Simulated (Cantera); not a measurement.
Input (Python, Cantera) and output of one run.

```python
import numpy as np
import cantera as ct

gas_names = [...]  # 136 gases of nasa_gas.yaml made of C, H, N, O
cond_names = """
    C(gr) C6H6(L) C7H8(L) C8H18(L),n-octa H2O(s) H2O(L)
""".split()


# ... load() reads the species with a 1 bar reference pressure and builds the phases ...
atoms = {
    'C3H8': {'C': 3, 'H': 8},
    'H2O': {'H': 2, 'O': 1},
    'H2': {'H': 2},
    'NH3': {'N': 1, 'H': 3},
}
top_T = {'C(gr)': 4500}  # K; cautious upper limits of use, not melting points


# ... equilibrate(T, P, feed) seeds the gas with the atoms and calls Mixture.equilibrate('TP', solver="vcs", rtol=1e-11, max_steps=5000) ...
results = []
feed = {'C3H8': 1, 'H2O': 1, 'H2': 30, 'NH3': 0.21}  # mol
P = 30000  # Pa
for T in [650, 800, 950, 1100, 1250, 1400, 1550, 1700, 1850, 2000, 2150, 2300, 2450, 2600]:
    mix = equilibrate(T, P, feed)
    results.append((T, P, feed, dict(zip(mix.species_names, mix.species_moles))))

top = {s: max(r[3][s] / sum(r[3][g] for g in gas_names) for r in results) for s in gas_names}
cols = sorted((s for s in top if top[s] > 0.0001), key=lambda s: -top[s])[:9]
seen = [c for c in cond_names if any(r[3].get(c, 0) > 1e-12 for r in results)]
print("log10 of partial pressures in bar; condensed amounts in mol")
print(f"{'T/K':>10s}" + "".join(f"{s[:9]:>10s}" for s in cols + seen))
for T, P, feed, n in results:
    ng = sum(n[g] for g in gas_names)
    print(f"{T:10.4g}" + "".join(f"{np.log10(max(n[s] / ng * P / 1e5, 1e-99)):10.3f}" for s in cols)
          + "".join(f"{n.get(c, 0):10.4g}" for c in seen))
```

Output:

```
log10 of partial pressures in bar; condensed amounts in mol
       T/K        H2       CH4         H       H2O        CO C2H2,acet        N2       HCN       HNC     C(gr)
       650    -0.582    -1.556   -15.153    -2.034    -6.667   -19.501    -3.030   -12.661   -17.196         0
       800    -0.581    -1.565   -11.828    -2.061    -3.382   -13.534    -3.017    -9.359   -12.982         0
       950    -0.557    -1.889    -9.533    -2.757    -2.171   -10.118    -3.043    -7.451   -10.449    0.7164
      1100    -0.541    -2.527    -7.858    -3.681    -2.091    -8.416    -3.059    -6.453    -8.995     1.668
      1250    -0.538    -3.034    -6.585    -4.445    -2.085    -7.136    -3.062    -5.697    -7.893     1.892
      1400    -0.537    -3.438    -5.581    -5.050    -2.084    -6.136    -3.065    -5.105    -7.029     1.956
      1550    -0.537    -3.765    -4.770    -5.537    -2.084    -5.331    -3.069    -4.630    -6.335     1.975
      1700    -0.537    -4.034    -4.100    -5.937    -2.084    -4.671    -3.078    -4.243    -5.768     1.976
      1850    -0.537    -4.258    -3.537    -6.271    -2.084    -4.119    -3.095    -3.925    -5.298      1.96
      2000    -0.538    -4.448    -3.058    -6.554    -2.085    -3.653    -3.126    -3.663    -4.909     1.913
      2150    -0.541    -4.614    -2.645    -6.798    -2.086    -3.254    -3.173    -3.450    -4.586     1.814
      2300    -0.546    -4.762    -2.287    -7.013    -2.088    -2.911    -3.243    -3.281    -4.321     1.625
      2450    -0.557    -4.901    -1.975    -7.208    -2.092    -2.616    -3.339    -3.153    -4.110     1.295
      2600    -0.574    -5.040    -1.703    -7.391    -2.099    -2.364    -3.461    -3.063    -3.947    0.7643
```

Method: chemical equilibrium by Gibbs-energy minimisation in Cantera with the NASA 1993 tables (ideal gas, pure condensed phases).
